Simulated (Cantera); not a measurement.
# Abatement and gas-phase synthesis: CO2 + H2O

Feed: 1 mol CO2, 2.2 mol H2O, at 1248.15 K and 190 Pa.

Method: chemical equilibrium by Gibbs-energy minimisation in Cantera with the NASA 1993 tables (ideal gas, pure condensed phases). Candidate condensed phases: C, C6H6, C7H8, C8H18, H2O; 110 gas species. The numbers say what is thermodynamically allowed, not how fast it happens.

The x(H2O) is 0.687. The x(CO2) is 0.312 and the x(H2) is 6.95e-5. The x(O2) comes out as 5.71e-5, the x(CO) comes out as 4.92e-5 and the x(OH) comes out as 9.05e-6. The gas amount is 3.200 mol. The log10 activity of C(graphite) (absent) is -12.84.
